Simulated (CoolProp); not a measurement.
Properties of p-xylene along the isotherm 346.85 °C.

Model: reference Helmholtz-energy equation of state, Zhou 2012, in CoolProp.

```json
[
 {"p (bar)": "1.12", "phase": "gas", "cp (kJ/(kg K))": "2.255", "cv (kJ/(kg K))": "2.172"},
 {"p (bar)": "1.64", "phase": "gas", "cp (kJ/(kg K))": "2.258", "cv (kJ/(kg K))": "2.174"},
 {"p (bar)": "2.41", "phase": "gas", "cp (kJ/(kg K))": "2.264", "cv (kJ/(kg K))": "2.176"},
 {"p (bar)": "3.53", "phase": "gas", "cp (kJ/(kg K))": "2.272", "cv (kJ/(kg K))": "2.179"},
 {"p (bar)": "5.18", "phase": "gas", "cp (kJ/(kg K))": "2.285", "cv (kJ/(kg K))": "2.184"},
 {"p (bar)": "7.61", "phase": "gas", "cp (kJ/(kg K))": "2.307", "cv (kJ/(kg K))": "2.192"},
 {"p (bar)": "11.2", "phase": "gas", "cp (kJ/(kg K))": "2.347", "cv (kJ/(kg K))": "2.206"},
 {"p (bar)": "16.4", "phase": "gas", "cp (kJ/(kg K))": "2.429", "cv (kJ/(kg K))": "2.230"},
 {"p (bar)": "24.1", "phase": "gas", "cp (kJ/(kg K))": "2.662", "cv (kJ/(kg K))": "2.279"},
 {"p (bar)": "35.3", "phase": "gas", "cp (kJ/(kg K))": "5.768", "cv (kJ/(kg K))": "2.455"},
 {"p (bar)": "51.8", "phase": "supercritical", "cp (kJ/(kg K))": "3.421", "cv (kJ/(kg K))": "2.326"},
 {"p (bar)": "76.1", "phase": "supercritical", "cp (kJ/(kg K))": "3.017", "cv (kJ/(kg K))": "2.296"},
 {"p (bar)": "112", "phase": "supercritical", "cp (kJ/(kg K))": "2.848", "cv (kJ/(kg K))": "2.281"},
 {"p (bar)": "164", "phase": "supercritical", "cp (kJ/(kg K))": "2.750", "cv (kJ/(kg K))": "2.271"},
 {"p (bar)": "241", "phase": "supercritical", "cp (kJ/(kg K))": "2.684", "cv (kJ/(kg K))": "2.266"},
 {"p (bar)": "353", "phase": "supercritical", "cp (kJ/(kg K))": "2.636", "cv (kJ/(kg K))": "2.265"}
]
```
